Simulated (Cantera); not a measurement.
A perfectly stirred reactor is fed with 13.8 % H2, 86.2 % O2, at 20.0 Torr; it is held at 1325 K, and followed from long to short residence time.

Computed with Cantera and the H2/O2 subset of GRI-Mech 3.0, which has no nitrogen chemistry. Radical loss at walls, strong at low pressure, is not modelled. The temperature is held fixed by assumption; the heat of reaction is taken as removed at once.

Task: Predict: x(H2) at τ = 3.20 s; x(O2) at τ = 3.20 s; x(O) at τ = 3.20 s; x(H2O2) at τ = 3.20 s; x(H) at τ = 3.20 s; x(H2) at τ = 35.0 ms; x(O2) at τ = 35.0 ms; x(O) at τ = 35.0 ms; x(H2O2) at τ = 35.0 ms; x(H) at τ = 35.0 ms.

Result: 
- x(H2) at τ = 3.20 s: 0.000111
- x(O2) at τ = 3.20 s: 0.850
- x(O) at τ = 3.20 s: 0.000852
- x(H2O2) at τ = 3.20 s: 1.00e-7
- x(H) at τ = 3.20 s: 4.67e-5
- x(H2) at τ = 35.0 ms: 0.00186
- x(O2) at τ = 35.0 ms: 0.833
- x(O) at τ = 35.0 ms: 0.0156
- x(H2O2) at τ = 35.0 ms: 3.39e-7
- x(H) at τ = 35.0 ms: 0.00374
